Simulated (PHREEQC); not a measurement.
Solution (35 °C): 0.011 mol HF, 3.6e-05 mol NH4F and 0.0018 mol K3PO4 per kg of water. Closed to the air; pH follows from the charge balance.

All values are PHREEQC results (ion-association model, phreeqc.dat), not measurements.

Precipitation was switched off in this run.

### Question
Estimate the pH.

### Answer
pH 3.09.

### Question
In which forms is F present?

### Answer
HF 56 %, F- 42 %, HF2- 2.1 % of the F.
